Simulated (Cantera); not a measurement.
A perfectly stirred reactor is fed with H₂ : O₂ : N₂ = 0.14 : 1 : 0.92 (molar parts), at 11.3 Torr; it is held at 1300 K, and followed from long to short residence time.

Cantera simulation using the H2/O2 subset of GRI-Mech 3.0, which has no nitrogen chemistry; the numbers are that mechanism's predictions, not measurements. Radical loss at walls, strong at low pressure, is not modelled. The temperature is held fixed by assumption; the heat of reaction is taken as removed at once.

**Question.** What does this change do: temperature 1300 to 900 K?

**Answer.** 
| quantity | before | after |
|---|---|---|
| x(H₂) at τ = 4.50 s | 0.000127 | 0.000607 |
| x(O₂) at τ = 4.50 s | 0.466 | 0.467 |
| x(HO₂) at τ = 4.50 s | 8.02e-7 | 3.41e-6 |
| x(OH) at τ = 4.50 s | 0.00114 | 0.000122 |
| x(H₂O) at τ = 4.50 s | 0.0695 | 0.0696 |
| x(H₂) at τ = 97.0 ms | 0.00125 | 0.00493 |
| x(O₂) at τ = 97.0 ms | 0.456 | 0.467 |
| x(HO₂) at τ = 97.0 ms | 2.13e-6 | 7.20e-6 |
| x(OH) at τ = 97.0 ms | 0.00361 | 0.000625 |
| x(H₂O) at τ = 97.0 ms | 0.0644 | 0.0638 |
Below about 950 K walls govern HO2 and H2O2 in real vessels.
